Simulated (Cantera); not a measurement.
A perfectly stirred reactor is fed with 90.9 % NO, 9.09 % N2, at 0.590 bar; it is held at 1948 K, and followed from long to short residence time.

Detailed kinetics in Cantera: GRI-Mech 3.0 (53 species, 325 reactions).

Task: Predict: x(NO) at τ = 1.20 s; x(N2O) at τ = 1.20 s; x(N2) at τ = 1.20 s; x(O) at τ = 1.20 s; x(NO2) at τ = 1.20 s; x(NO) at τ = 60.0 ms; x(N2O) at τ = 60.0 ms; x(N2) at τ = 60.0 ms; x(O) at τ = 60.0 ms; x(NO2) at τ = 60.0 ms.

Result: 
```json
{
 "x(NO) at τ = 1.20 s": "0.471",
 "x(N2O) at τ = 1.20 s": "8.90e-5",
 "x(N2) at τ = 1.20 s": "0.309",
 "x(O) at τ = 1.20 s": "0.000279",
 "x(NO2) at τ = 1.20 s": "0.000698",
 "x(NO) at τ = 60.0 ms": "0.860",
 "x(N2O) at τ = 60.0 ms": "0.000317",
 "x(N2) at τ = 60.0 ms": "0.115",
 "x(O) at τ = 60.0 ms": "0.000118",
 "x(NO2) at τ = 60.0 ms": "0.000496"
}
```
